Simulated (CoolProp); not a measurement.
A single-stage vapour-compression cycle with the fluid: evaporating at 212.15 K (dew point), condensing at 237.15 K (bubble point), superheat 2 K, subcooling 5 K, compressor efficiency 0.65, no pressure losses. The same conditions are run with several fluids, on thermodynamics alone (safety and materials aside).

Values from CoolProp's reference Helmholtz-energy equation of state of each fluid (ethylene: Smukala 2000; propane: Lemmon 2009; ammonia: Gao 2020; R115: Lemmon 2016; CH2F2 (R32): Tillner-Roth 1997; R134a: Tillner-Roth 1994).

```
fluid        cooling COP  pressure ratio  discharge temperature (K)  refrigerating effect (kJ/kg)  volumetric capacity (kJ/m³)
-----------  -----------  --------------  -------------------------  ----------------------------  ---------------------------
ethylene            4.77            2.25                      275.1                           357                         4690
propane             5.19            3.25                      270.1                           403                          412
ammonia             4.87            4.32                      348.7                          1360                          269
R115                5.17            3.43                      251.9                           116                          349
CH2F2 (R32)         5.00            3.45                      307.1                           362                          668
R134a               5.19            4.22                      271.8                           215                          186
```
